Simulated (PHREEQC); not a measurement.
Consider water at 25 °C with 0.03 mol/kgw CuSO4, 0.19 mol/kgw HNO3 and 0.0064 mol/kgw Na2SO4. Closed to the air; pH follows from the charge balance.

The numbers come from PHREEQC with the ion-association model, phreeqc.dat.

Each row changes one thing in this solution. Precipitation was switched off in this run.

```tsv
case	pH	ionic strength (mol/kgw)	HSO4- (mol/kgw)	Cu+2 (mol/kgw)	SO4-2 (mol/kgw)	CuSO4 (mol/kgw)
as made	0.89	0.264	0.0275	0.0274	0.00618	0.00259
Na2SO4 from 0.0064 to 0.00576 mol/kgw	0.89	0.263	0.0271	0.0274	0.00606	0.00255
Na2SO4 replaced by ZnSO4 at the same molality	0.89	0.269	0.0271	0.0275	0.00613	0.00253
HNO3 from 0.19 to 0.038 mol/kgw	1.69	0.117	0.0132	0.0216	0.0145	0.00844
Na2SO4 from 0.0064 to 0.00704 mol/kgw	0.89	0.264	0.0280	0.0274	0.00631	0.00263
Na2SO4 left out	0.88	0.256	0.0229	0.0278	0.00494	0.00215
```

Species that the database lacks are ignored.
